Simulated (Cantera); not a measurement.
Feed: 1 mol Si₂H₆, 1.4 mol N₂O, 20 mol H₂, equilibrated at 75.0 Torr.

Cantera equilibrium calculation (NASA polynomials, part measured and part estimated; ideal gas, pure solids and liquids). Candidate condensed phases: H₂O, Si, SiO₂, Si₂N₂O, Si₃N₄; 35 gas species. The feed counts by its element totals alone. Equilibrium is a limit: real reactors are often held back by kinetics, nucleation or transport.

### Question
At 800 K, list the 3 most abundant gas species with their mole fractions, and the condensed phases.

### Answer
H₂ 0.977, N₂ 0.0226, NH₃ 4.35e-5. Condensed: SiO₂(α-quartz) + Si₂N₂O(s).
